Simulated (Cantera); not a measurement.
## Adiabatic ignition

An adiabatic, constant-volume homogeneous reactor starts with CH₄ : O₂ : N₂ = 1 : 2.63 : 14.7 (molar parts), equivalence ratio 0.76, at 1750 K and 88000 Pa.

Computed with Cantera and GRI-Mech 3.0 (53 species, 325 reactions).

```
t (s)     T (K)  P (bar)   x CH₄    x O₂     x H₂     x N₂O    x C₂H₆      x O     x HCN
--------  -----  -------  ------  ------  -------  --------  --------  -------  --------
3.00e-6    1750    0.880  0.0545   0.143  1.60e-6  1.15e-11  2.97e-10  2.08e-7    <1e-12
1.15e-5    1750    0.880  0.0545   0.143  7.20e-6  9.88e-11   2.45e-8  3.04e-7    <1e-12
4.38e-5    1750    0.880  0.0543   0.143  4.09e-5   1.02e-9   1.99e-6  8.64e-7    <1e-12
0.000168   1781    0.898  0.0463   0.138  0.00274   1.92e-8  0.000352  2.50e-5  9.47e-10
0.000641   2744     1.41  <1e-12  0.0381  0.00687   7.65e-7    <1e-12  0.00730  1.33e-10
0.00245    2735     1.41  <1e-12  0.0347  0.00687   8.36e-7    <1e-12  0.00660  2.59e-10
0.00936    2731     1.41  <1e-12  0.0336  0.00689   8.73e-7    <1e-12  0.00639  2.98e-10
0.0358     2731     1.41  <1e-12  0.0336  0.00689   8.73e-7    <1e-12  0.00639  2.98e-10
0.137      2731     1.41  <1e-12  0.0336  0.00689   8.73e-7    <1e-12  0.00639  2.98e-10
0.523      2731     1.41  <1e-12  0.0336  0.00689   8.73e-7    <1e-12  0.00639  2.98e-10
2.00       2731     1.41  <1e-12  0.0336  0.00689   8.73e-7    <1e-12  0.00639  2.98e-10
```
x: mole fraction; the columns are a selection and need not sum to one.

```json
{
 "time_of_steepest_temperature_rise": "0.208 ms",
 "temperature at 2.00 s": "2731 K",
 "equilibrium_temperature": "2731 K",
 "x(CH₄) at 2.00 s": "<1e-12 (gas-phase equilibrium <1e-12)",
 "x(O₂) at 2.00 s": "0.0336 (gas-phase equilibrium 0.0336)",
 "x(H₂) at 2.00 s": "0.00689 (gas-phase equilibrium 0.00689)"
}
```
